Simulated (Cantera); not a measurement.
## Adiabatic ignition

An adiabatic, constant-volume homogeneous reactor starts with 9.00 % CH₄, 8.46 % O₂, 82.5 % N₂, at 1650 K and 16.0 bar.

Detailed kinetics in Cantera: GRI-Mech 3.0 (53 species, 325 reactions). The pressure lies above the range GRI-Mech 3.0 was tuned for (to about 10 atm).

```json
[
 {"t (s)": "4.00e-6", "T (K)": "1650", "P (bar)": "16.0", "x CH₄": "0.0899", "x O₂": "0.0846", "x NO": "<1e-12", "x N₂O": "4.43e-10", "x H₂": "1.59e-5"},
 {"t (s)": "8.72e-6", "T (K)": "1650", "P (bar)": "16.0", "x CH₄": "0.0898", "x O₂": "0.0845", "x NO": "1.37e-12", "x N₂O": "1.35e-9", "x H₂": "5.21e-5"},
 {"t (s)": "1.90e-5", "T (K)": "1652", "P (bar)": "16.0", "x CH₄": "0.0892", "x O₂": "0.0843", "x NO": "5.81e-12", "x N₂O": "4.02e-9", "x H₂": "0.000198"},
 {"t (s)": "4.14e-5", "T (K)": "1660", "P (bar)": "16.1", "x CH₄": "0.0869", "x O₂": "0.0831", "x NO": "2.84e-11", "x N₂O": "1.50e-8", "x H₂": "0.000908"},
 {"t (s)": "9.02e-5", "T (K)": "1770", "P (bar)": "17.3", "x CH₄": "0.0657", "x O₂": "0.0690", "x NO": "1.93e-9", "x N₂O": "1.20e-7", "x H₂": "0.0119"},
 {"t (s)": "0.000197", "T (K)": "2402", "P (bar)": "25.4", "x CH₄": "0.000849", "x O₂": "2.66e-7", "x NO": "4.99e-5", "x N₂O": "1.56e-8", "x H₂": "0.0912"},
 {"t (s)": "0.000428", "T (K)": "2397", "P (bar)": "25.5", "x CH₄": "6.97e-5", "x O₂": "2.03e-7", "x NO": "0.000101", "x N₂O": "3.38e-8", "x H₂": "0.0992"},
 {"t (s)": "0.000934", "T (K)": "2396", "P (bar)": "25.5", "x CH₄": "3.67e-8", "x O₂": "2.03e-7", "x NO": "8.67e-5", "x N₂O": "2.32e-8", "x H₂": "0.0996"},
 {"t (s)": "0.00203", "T (K)": "2397", "P (bar)": "25.5", "x CH₄": "3.98e-9", "x O₂": "2.05e-7", "x NO": "4.55e-5", "x N₂O": "9.40e-9", "x H₂": "0.0996"},
 {"t (s)": "0.00443", "T (K)": "2397", "P (bar)": "25.5", "x CH₄": "3.76e-9", "x O₂": "2.05e-7", "x NO": "2.54e-5", "x N₂O": "5.82e-9", "x H₂": "0.0996"},
 {"t (s)": "0.00966", "T (K)": "2397", "P (bar)": "25.5", "x CH₄": "3.72e-9", "x O₂": "2.05e-7", "x NO": "1.92e-5", "x N₂O": "5.12e-9", "x H₂": "0.0996"},
 {"t (s)": "0.0211", "T (K)": "2397", "P (bar)": "25.5", "x CH₄": "3.71e-9", "x O₂": "2.05e-7", "x NO": "1.85e-5", "x N₂O": "5.06e-9", "x H₂": "0.0996"},
 {"t (s)": "0.0459", "T (K)": "2397", "P (bar)": "25.5", "x CH₄": "3.71e-9", "x O₂": "2.05e-7", "x NO": "1.85e-5", "x N₂O": "5.06e-9", "x H₂": "0.0996"},
 {"t (s)": "0.100", "T (K)": "2397", "P (bar)": "25.5", "x CH₄": "3.71e-9", "x O₂": "2.05e-7", "x NO": "1.85e-5", "x N₂O": "5.06e-9", "x H₂": "0.0996"}
]
```
x: mole fraction; the columns are a selection and need not sum to one.

| Quantity | Result |
|---|---|
| time of steepest temperature rise | 0.104 ms |
| temperature at 0.100 s | 2397 K |
| equilibrium temperature | 2397 K |
| x(CH₄) at 0.100 s | 3.71e-9 (gas-phase equilibrium 4.14e-9) |
| x(O₂) at 0.100 s | 2.05e-7 (gas-phase equilibrium 2.05e-7) |
| x(NO) at 0.100 s | 1.85e-5 (gas-phase equilibrium 1.85e-5) |
